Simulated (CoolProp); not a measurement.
Vapour-liquid equilibrium of C2F6 (R116) (1) + propylene (2) at 10 bar; x and y are mole fractions of (1).

Computed with CoolProp (multi-fluid Helmholtz-energy mixture model, Lemmon 2006 and Lemmon 2013; pair parameters Bell 2016).

```csv
x,bubble temperature (K),y at the bubble point,dew temperature at overall composition x (K),liquid density (mol/L)
0.05,278.4,0.305,290.3,12.46
0.125,265.8,0.529,287.0,12.44
0.2,259.8,0.620,283.6,12.21
0.275,256.9,?,280.0,11.89
0.35,255.3,0.687,276.1,11.54
0.425,?,0.704,272.0,11.20
0.5,253.5,0.720,267.6,10.88
0.575,252.8,0.738,262.9,?
0.65,252.2,0.760,?,10.33
0.725,251.6,0.788,253.3,10.10
0.8,251.1,0.826,251.4,?
0.875,251.0,0.875,251.0,9.728
0.95,251.2,0.942,251.2,9.568
```

Some entries are withheld; supply them.


- 0.275, y at the bubble point: 0.663
- 0.425, bubble temperature (K): 254.3
- 0.575, liquid density (mol/L): 10.59
- 0.65, dew temperature at overall composition x (K): 257.8
- 0.8, liquid density (mol/L): 9.903

y crosses x between x = 0.875 and 0.95: the model has an azeotrope there.

Pair parameters are fitted to limited data, so mixtures are less certain than the pure fluids. With so large a gap from Raoult's law the liquid may split in two, which this calculation doesn't test in full.
